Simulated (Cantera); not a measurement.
Cantera run:

```python
import numpy as np
import cantera as ct

gas_names = """
    H H2 N NH NH2 NH3 N2 N2H2 N2H4 Si SiH SiH2 SiH3 SiH4 SiN Si2 Si2N Si3
""".split()
cond_names = """
    Si(cr) Si(L) Si3N4(a)
""".split()


def load(file, names, dense=False):
    # The tables refer to 1 bar. Condensed volumes are neglected.
    table = {s.name: s for s in ct.Species.list_from_file(file)}
    out = []
    for n in names:
        d = dict(table[n].input_data)
        d["thermo"] = dict(d["thermo"], **{"reference-pressure": 1e5})
        if dense:
            d["equation-of-state"] = {"model": "constant-volume", "density": "1e6 g/cm^3"}
        out.append(ct.Species.from_dict(d))
    return out


gas = ct.Solution(thermo="ideal-gas", species=load("nasa_gas.yaml", gas_names))
cond = {s.name: ct.Solution(thermo="fixed-stoichiometry", species=[s], name=s.name)
        for s in load("nasa_condensed.yaml", cond_names, dense=True)}
atoms = {
    'trisilylamine': {'Si': 3, 'N': 1, 'H': 9},
    'NH3': {'N': 1, 'H': 3},
}
top_T = {'Si3N4(a)': 2400}  # K; cautious upper limits of use, not melting points


def equilibrate(T, P, feed):
    n = {}
    for name, mol in feed.items():
        for a, k in atoms[name].items():
            n[a] = n.get(a, 0.0) + k * mol
    gas.TPX = T, P, n
    mass = sum(n.values()) * gas.mean_molecular_weight
    gas.equilibrate("TP")
    valid = [c for c in cond.values() if c.min_temp <= T <= top_T.get(c.name, c.max_temp)]
    mix = ct.Mixture([(gas, mass / gas.mean_molecular_weight)] + [(c, 0.0) for c in valid])
    mix.T, mix.P = T, P
    mix.equilibrate("TP", solver="vcs", rtol=1e-11, max_steps=5000)
    return mix


results = []
feed = {'trisilylamine': 1, 'NH3': 1.2}  # mol
T = 1950  # K
P = 133.322  # Pa
mix = equilibrate(T, P, feed)
results.append((T, P, feed, dict(zip(mix.species_names, mix.species_moles))))
x = sorted(zip(gas.X, gas.species_names), reverse=True)
print(f"T = {T:g} K  P = {P:g} Pa  gas = {mix.phase_moles(0):.4g} mol")
print("   x: " + "  ".join(f"{s} {v:.3e}" for v, s in x if v > 1e-06))
print("   condensed (mol): " + ("  ".join(f"{mix.phase(i).name} {mix.phase_moles(i):.4g}"
      for i in range(1, mix.n_phases) if mix.phase_moles(i) > 1e-12) or "none"))
```

It prints:

```
T = 1950 K  P = 133.322 Pa  gas = 7.649 mol
   x: H2 8.093e-01  N2 1.437e-01  H 2.824e-02  Si 1.786e-02  SiH 4.488e-04  Si2 1.636e-04  Si2N 1.002e-04  SiN 7.275e-05  SiH2 6.418e-05  Si3 3.596e-05
   condensed (mol): Si(L) 2.854
```

Method: chemical equilibrium by Gibbs-energy minimisation in Cantera with the NASA 1993 tables (ideal gas, pure condensed phases). The feed counts by its element totals alone. The tables' values for SiN are old estimates; treat these amounts as uncertain. Gases not in the tables: Si2H6 and higher silanes.
